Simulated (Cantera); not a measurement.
Feed: 1 mol acetone, 0.4 mol H2O, 2.9 mol H2, 0.052 mol O2, held at 6.08 Torr.

Method: chemical equilibrium by Gibbs-energy minimisation in Cantera with the NASA 1993 tables (ideal gas, pure condensed phases). Candidate condensed phases: C, C6H6, C7H8, C8H18, H2O; 110 gas species. The feed counts by its element totals alone. The numbers say what is thermodynamically allowed, not how fast it happens.

What share of the C ends up in condensed phases as a function of T (°C), at 450, 500, 550, 600, 650, 700, 750?


| T (°C) | C condensed (%) | as |
|---|---|---|
| 450 | 70.8 | C(graphite) |
| 500 | 62.5 | C(graphite) |
| 550 | 54.8 | C(graphite) |
| 600 | 51.4 | C(graphite) |
| 650 | 50.3 | C(graphite) |
| 700 | 50.0 | C(graphite) |
| 750 | 49.9 | C(graphite) |
